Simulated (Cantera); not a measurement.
# Equilibrium for silicon oxide and oxynitride deposition: SiF4 + O2 + N2

Charge: 1 mol SiF4, a varied amount of O2, 33 mol N2, equilibrated at 1948.15 K and 84000 Pa.

These are equilibrium values from Cantera (NASA tables, ideal gas, pure condensed phases), not measurements of a reactor. Candidate condensed phases: Si, SiO2, Si2N2O, Si3N4; 28 gas species. The tables' values for SiF3 are old estimates; treat these amounts as uncertain. The tables hold silica as quartz up to 1696 K and as liquid above; real silica turns to tridymite and cristobalite and melts near 1996 K. Rates play no part.

From 0.081 mol O2 to 5.2 mol O2 nothing is condensed. From 8.3 mol O2 to 13 mol O2 the condensed part is SiO2(condensed). The main Si-bearing gas is SiF4 throughout.

```json
[
 {"n(O2) (mol)": "0.081", "x N2": "0.968", "x O2": "0.00201", "x SiF4": "0.0293", "x NO": "0.000717", "n SiO2(condensed)": "0"},
 {"n(O2) (mol)": "0.13", "x N2": "0.966", "x O2": "0.00333", "x SiF4": "0.0293", "x NO": "0.000923", "n SiO2(condensed)": "0"},
 {"n(O2) (mol)": "0.2", "x N2": "0.964", "x O2": "0.00525", "x SiF4": "0.0292", "x NO": "0.00116", "n SiO2(condensed)": "0"},
 {"n(O2) (mol)": "0.33", "x N2": "0.960", "x O2": "0.00884", "x SiF4": "0.0291", "x NO": "0.00150", "n SiO2(condensed)": "0"},
 {"n(O2) (mol)": "0.52", "x N2": "0.955", "x O2": "0.0141", "x SiF4": "0.0289", "x NO": "0.00189", "n SiO2(condensed)": "0"},
 {"n(O2) (mol)": "0.82", "x N2": "0.946", "x O2": "0.0223", "x SiF4": "0.0287", "x NO": "0.00236", "n SiO2(condensed)": "0"},
 {"n(O2) (mol)": "1.3", "x N2": "0.933", "x O2": "0.0353", "x SiF4": "0.0283", "x NO": "0.00295", "n SiO2(condensed)": "0"},
 {"n(O2) (mol)": "2.1", "x N2": "0.912", "x O2": "0.0563", "x SiF4": "0.0277", "x NO": "0.00368", "n SiO2(condensed)": "0"},
 {"n(O2) (mol)": "3.3", "x N2": "0.882", "x O2": "0.0861", "x SiF4": "0.0268", "x NO": "0.00448", "n SiO2(condensed)": "0"},
 {"n(O2) (mol)": "5.2", "x N2": "0.839", "x O2": "0.130", "x SiF4": "0.0255", "x NO": "0.00537", "n SiO2(condensed)": "0"},
 {"n(O2) (mol)": "8.3", "x N2": "0.777", "x O2": "0.193", "x SiF4": "0.0236", "x NO": "0.00630", "n SiO2(condensed)": "0.000142"},
 {"n(O2) (mol)": "13", "x N2": "0.698", "x O2": "0.273", "x SiF4": "0.0213", "x NO": "0.00710", "n SiO2(condensed)": "0.000200"}
]
```
x: gas mole fraction; n: condensed amount in mol.
